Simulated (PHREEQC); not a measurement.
1 kg of water meets 20 L of dry gas (CO2 0.47, CH4 0.41, H2S 0.12 by moles) at fixed total pressure, at 60 °C; fugacities by Peng-Robinson. The gases take part in no redox reaction, some water evaporates into the gas, and hydrates or a liquid gas phase aren't modelled. Nothing may precipitate in this run.

Model: ion-association model, phreeqc.dat, run in PHREEQC.

```tsv
P (atm)	dissolved CO2 (all carbonate carbon) (mol/kgw)	φ of CO2	p of CO2 (atm)	dissolved CH4 (mol/kgw)	φ of CH4	p of CH4 (atm)	dissolved H2S (mol/kgw)
1	0.00622	0.996	0.376	0.000341	0.999	0.334	0.00448
2	0.0138	0.992	0.844	0.000764	0.998	0.750	0.00993
3	0.0214	0.988	1.31	0.00119	0.997	1.17	0.0153
5	0.0363	0.980	2.25	0.00202	0.994	2.00	0.0258
7.5	0.0545	0.971	3.42	0.00305	0.991	3.04	0.0386
10	0.0723	0.961	4.59	0.00407	0.987	4.08	0.0510
15	0.107	0.943	6.93	0.00607	0.981	6.15	0.0744
```

Complexes and solids missing from the database can't appear. Constants without temperature data keep their 25 °C values here.
